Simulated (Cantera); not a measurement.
Input (Python, Cantera) and output of one run.

```python
import numpy as np
import cantera as ct

gas_names = [...]  # 140 gases of nasa_gas.yaml made of C, Fe, H, N, O
cond_names = """
    C(gr) C6H6(L) C7H8(L) C8H18(L),n-octa Fe(a) Fe(c) Fe(d) Fe(L) FeC5O5(L) FeO(s) FeO(L) Fe(OH)2(s)
    Fe(OH)3(s) Fe2O3(s) Fe3O4(s) H2O(s) H2O(L)
""".split()


# ... load() reads the species with a 1 bar reference pressure and builds the phases ...
atoms = {
    'Fe(CO)5': {'Fe': 1, 'C': 5, 'O': 5},
    'H2': {'H': 2},
    'N2': {'N': 2},
}
top_T = {'C(gr)': 4500, 'Fe2O3(s)': 1830, 'Fe3O4(s)': 1870}  # K; cautious upper limits of use, not melting points


# ... equilibrate(T, P, feed) seeds the gas with the atoms and calls Mixture.equilibrate('TP', solver="vcs", rtol=1e-11, max_steps=5000) ...
results = []
feed = {'Fe(CO)5': 1, 'H2': 3.9, 'N2': 5.6}  # mol
P = 13332.2  # Pa
for T in [900, 1000, 1100, 1200, 1300, 1400, 1500, 1600]:
    mix = equilibrate(T, P, feed)
    results.append((T, P, feed, dict(zip(mix.species_names, mix.species_moles))))

top = {s: max(r[3][s] / sum(r[3][g] for g in gas_names) for r in results) for s in gas_names}
cols = sorted((s for s in top if top[s] > 1e-06), key=lambda s: -top[s])[:7]
seen = [c for c in cond_names if any(r[3].get(c, 0) > 1e-12 for r in results)]
print("log10 of partial pressures in bar; condensed amounts in mol")
print(f"{'T/K':>10s}" + "".join(f"{s[:9]:>10s}" for s in cols + seen))
for T, P, feed, n in results:
    ng = sum(n[g] for g in gas_names)
    print(f"{T:10.4g}" + "".join(f"{np.log10(max(n[s] / ng * P / 1e5, 1e-99)):10.3f}" for s in cols)
          + "".join(f"{n.get(c, 0):10.4g}" for c in seen))
```

Result:

```
log10 of partial pressures in bar; condensed amounts in mol
       T/K        N2        CO        H2       CO2       H2O       CH4       HCN     C(gr)     Fe(a)     Fe(c)
       900    -1.258    -1.472    -1.458    -2.197    -2.545    -3.422    -7.417    0.8953         1         0
      1000    -1.282    -1.358    -1.450    -2.963    -3.211    -3.920    -6.651    0.1698         1         0
      1100    -1.287    -1.341    -1.447    -3.736    -3.837    -4.339    -6.020   0.03062         1         0
      1200    -1.288    -1.338    -1.446    -4.400    -4.370    -4.694    -5.495  0.006406         0         1
      1300    -1.288    -1.338    -1.446    -4.962    -4.824    -4.996    -5.051 0.0007416         0         1
      1400    -1.288    -1.338    -1.446    -5.218    -4.989    -5.479    -4.894         0         0         1
      1500    -1.288    -1.338    -1.446    -5.318    -5.013    -6.016    -4.878         0         0         1
      1600    -1.288    -1.338    -1.446    -5.385    -5.015    -6.505    -4.882         0         0    0.9999
```

Equilibrium computed with Cantera from the NASA thermochemical tables; the gas is ideal and each condensed phase is pure. Condensed phases not in the tables: cementite and carbon dissolved in iron.
